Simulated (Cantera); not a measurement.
**Equilibrium for silicon etching in halogen gases: Si + NF3 + N2**

Input: 1 mol Si, 7 mol NF3, 11 mol N2, equilibrated at 0.825 Torr.

Equilibrium computed with Cantera from the NASA thermochemical tables; the gas is ideal and each condensed phase is pure. Candidate condensed phases: Si, Si3N4; 16 gas species. Rates play no part.

```tsv
T (K)	log p N2	log p F	log p F2	log p NF3	log p SiF4
548	-3.16	-6.91	-4.78	-3.49	-4.23
648	-3.17	-5.17	-3.69	-3.80	-4.28
748	-3.19	-4.19	-3.48	-4.91	-4.35
848	-3.23	-3.61	-3.66	-6.27	-4.39
948	-3.28	-3.32	-4.16	-7.90	-4.44
1048	-3.30	-3.25	-4.89	-9.68	-4.47
1148	-3.31	-3.24	-5.58	-11.28	-4.47
```
log p: log10 of the partial pressure in bar; nothing condenses.

From 548 K to 1148 K nothing is condensed. The main Si-bearing gas is SiF4 throughout.
